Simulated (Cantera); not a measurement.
Mixture: CO : H₂ : O₂ : N₂ = 1 : 0.053 : 0.598 : 2.25 (molar parts), at 1.60 bar, adiabatic and at constant pressure. Ignition delay is the time to a rise of 400 K.

Model: GRI-Mech 3.0 (53 species, 325 reactions), integrated in Cantera. Where the delays flatten at high temperature, the 400 K rule measures the pace of heat release, not the induction time.

Q: Predict: delay at 1100 K; delay at 1300 K; delay at 1500 K; delay at 1700 K.

A: 
| Property | Value |
|---|---|
| delay at 1100 K | 0.227 ms |
| delay at 1300 K | 79.2 µs |
| delay at 1500 K | 55.7 µs |
| delay at 1700 K | 51.7 µs |
